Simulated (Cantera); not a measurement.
A closed system holds: 1 mol CaO, 1.6 mol HBr, 1.1 mol O2, held at 10.0 Torr.

These are equilibrium values from Cantera (NASA tables, ideal gas, pure condensed phases), not measurements of a reactor. Candidate condensed phases: Br2, Ca, CaBr2, CaO, Ca(OH)2, H2O; 19 gas species. Mutual solubility and eutectic melting of coexisting phases are not modelled. Equilibrium is a limit: real reactors are often held back by kinetics, nucleation or transport.

Problem. At 1050 K, list the 6 most abundant gas species with their mole fractions, and the condensed phases.

Solution. O2 0.431, H2O 0.366, Br2 0.151, Br 0.0338, HBr 0.0177, CaBr2 0.000141. Condensed: CaBr2(l) + CaO(s).
